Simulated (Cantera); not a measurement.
Input: 1 mol KCl, 30 mol H2, a varied amount of N2, held at 1873 K and 4.50 mbar.

Method: chemical equilibrium by Gibbs-energy minimisation in Cantera with the NASA 1993 tables (ideal gas, pure condensed phases). Candidate condensed phases: K, KCl, NH4Cl; 17 gas species. Equilibrium is a limit: real reactors are often held back by kinetics, nucleation or transport.

x: gas mole fraction; nothing condenses.

```json
[
 {"n(N2) (mol)": "2.4", "x N2": "0.0713", "x H2": "0.882", "x KCl": "0.0221", "x H": "0.00904", "x K": "0.00762", "x HCl": "0.00756"},
 {"n(N2) (mol)": "3.6", "x N2": "0.103", "x H2": "0.852", "x KCl": "0.0213", "x H": "0.00888", "x K": "0.00741", "x HCl": "0.00736"},
 {"n(N2) (mol)": "5.3", "x N2": "0.145", "x H2": "0.812", "x KCl": "0.0202", "x H": "0.00867", "x K": "0.00714", "x HCl": "0.00708"},
 {"n(N2) (mol)": "7.9", "x N2": "0.202", "x H2": "0.758", "x KCl": "0.0187", "x H": "0.00838", "x K": "0.00676", "x HCl": "0.00671"},
 {"n(N2) (mol)": "12", "x N2": "0.277", "x H2": "0.686", "x KCl": "0.0168", "x H": "0.00797", "x K": "0.00625", "x HCl": "0.00620"},
 {"n(N2) (mol)": "18", "x N2": "0.365", "x H2": "0.602", "x KCl": "0.0146", "x H": "0.00746", "x K": "0.00564", "x HCl": "0.00559"},
 {"n(N2) (mol)": "26", "x N2": "0.453", "x H2": "0.517", "x KCl": "0.0124", "x H": "0.00692", "x K": "0.00501", "x HCl": "0.00496"},
 {"n(N2) (mol)": "39", "x N2": "0.554", "x H2": "0.421", "x KCl": "0.00995", "x H": "?", "x K": "0.00426", "x HCl": "0.00421"},
 {"n(N2) (mol)": "58", "x N2": "0.649", "x H2": "0.331", "x KCl": "0.00766", "x H": "?", "x K": "0.00352", "x HCl": "0.00348"},
 {"n(N2) (mol)": "86", "x N2": "0.732", "x H2": "0.252", "x KCl": "0.00568", "x H": "?", "x K": "0.00283", "x HCl": "0.00279"},
 {"n(N2) (mol)": "130", "x N2": "0.805", "x H2": "0.183", "x KCl": "0.00399", "x H": "?", "x K": "0.00220", "x HCl": "0.00216"},
 {"n(N2) (mol)": "190", "x N2": "0.857", "x H2": "0.133", "x KCl": "0.00281", "x H": "?", "x K": "0.00170", "x HCl": "0.00167"},
 {"n(N2) (mol)": "280", "x N2": "0.898", "x H2": "0.0941", "x KCl": "0.00192", "x H": "?", "x K": "0.00129", "x HCl": "0.00126"}
]
```

What belongs in the gaps?


- 39, x H: 0.00624
- 58, x H: 0.00554
- 86, x H: 0.00483
- 130, x H: 0.00411
- 190, x H: 0.00351
- 280, x H: 0.00295
